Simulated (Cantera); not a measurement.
**Ta + H2O + H2 (tantalum, niobium, vanadium and zirconium in process gases)**

Charge: 1 mol Ta, 0.044 mol H2O, a varied amount of H2, at 1 atm.

Equilibrium computed with Cantera from the NASA thermochemical tables; the gas is ideal and each condensed phase is pure. Candidate condensed phases: H2O, Ta, Ta2O5; 12 gas species. Mutual solubility and eutectic melting of coexisting phases are not modelled. Condensed phases not in the tables: N, O or C dissolved in the metal. Kinetics and transport are ignored.

Stable condensed phases:

```
T in K \ n(H2) in mol
         12 14 17 20 24 28 33 39 46 55 65
   2023   A  A  A  A  B  B  B  B  B  B  B
   1998   A  A  A  A  A  B  B  B  B  B  B
   1973   A  A  A  A  A  B  B  B  B  B  B
   1948   A  A  A  A  A  A  B  B  B  B  B
   1923   A  A  A  A  A  A  A  B  B  B  B
   1898   A  A  A  A  A  A  A  B  B  B  B
   1873   A  A  A  A  A  A  A  A  B  B  B
   1848   A  A  A  A  A  A  A  A  A  B  B
   1823   A  A  A  A  A  A  A  A  A  A  B
```

A: Ta + Ta2O5; B: Ta.
